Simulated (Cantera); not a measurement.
Equilibrium for chlorosilane synthesis and conversion: SiCl4 + Cl2 + H2

Input: 1 mol SiCl4, 0.88 mol Cl2, 4.4 mol H2, equilibrated at 1348 K and 35000 Pa.

Cantera equilibrium calculation (NASA polynomials, part measured and part estimated; ideal gas, pure solids and liquids). Candidate condensed phases: Si; 19 gas species. The tables' values for SiCl3 are old estimates; treat these amounts as uncertain. Rates play no part.

```yaml
x(H2): 0.527
x(HCl): 0.315
x(SiCl4): 0.125
x(SiCl3): 0.0131
x(SiHCl3): 0.0119
x(SiCl2): 0.00683
x(SiH2Cl2): 0.000164
x(H): 2.84e-6
x(Cl): 1.42e-6
gas_amount: 6.365 mol
log10 activity of Si(s) (absent): -1.89
```
